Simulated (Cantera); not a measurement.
An isothermal, constant-pressure homogeneous reactor starts with C2H4 : H2 = 1 : 27 (molar parts), at 1950 K and 0.340 bar.

Model: GRI-Mech 3.0 (53 species, 325 reactions), integrated in Cantera. GRI-Mech 3.0 was tuned for natural gas; its chemistry of ethylene as a main component is partial and can be far from experiment. GRI-Mech 3.0 stops at C3 and has no aromatics, soot or wall deposition, so with more carbon than oxygen in the feed, carbon stays in small species such as C2H2 where larger ones or solid carbon would form.

x: mole fraction; the columns are a selection and need not sum to one.

| t (s) | x C2H4 | x H2 | x CH4 | x CH2 | x C2H2 |
|---|---|---|---|---|---|
| 1.00e-6 | 0.0356 | 0.964 | 6.28e-11 | 6.06e-11 | 8.16e-5 |
| 3.63e-6 | 0.0354 | 0.964 | 2.99e-9 | 5.75e-10 | 0.000298 |
| 1.32e-5 | 0.0346 | 0.964 | 7.76e-8 | ? | 0.00109 |
| 4.80e-5 | 0.0315 | 0.964 | 1.25e-6 | ? | 0.00410 |
| 0.000174 | 0.0203 | 0.965 | 1.28e-5 | ? | 0.0149 |
| 0.000634 | 0.00240 | 0.965 | 4.32e-5 | ? | 0.0321 |
| 0.00230 | 0.000110 | 0.965 | 5.16e-5 | ? | 0.0343 |
| 0.00837 | 0.000101 | 0.964 | 8.73e-5 | ? | 0.0343 |
| 0.0304 | 9.98e-5 | 0.963 | 0.000258 | ? | 0.0342 |
| 0.110 | 9.91e-5 | 0.963 | 0.000765 | ? | 0.0340 |
| 0.401 | 9.86e-5 | 0.963 | 0.00121 | 1.22e-7 | 0.0338 |
| 1.46 | 9.86e-5 | 0.963 | 0.00122 | 1.24e-7 | 0.0338 |
| 5.30 | 9.86e-5 | 0.963 | 0.00122 | 1.24e-7 | 0.0338 |
| 19.3 | 9.86e-5 | 0.963 | 0.00122 | 1.24e-7 | 0.0338 |
| 70.0 | 9.86e-5 | 0.963 | 0.00122 | 1.24e-7 | 0.0338 |

**Question.** Fill in the missing entries.

**Answer.** 
- 1.32e-5, x CH2: 3.08e-9
- 4.80e-5, x CH2: 1.11e-8
- 0.000174, x CH2: 2.17e-8
- 0.000634, x CH2: 5.16e-9
- 0.00230, x CH2: 1.87e-9
- 0.00837, x CH2: 9.08e-9
- 0.0304, x CH2: 2.73e-8
- 0.110, x CH2: 7.84e-8
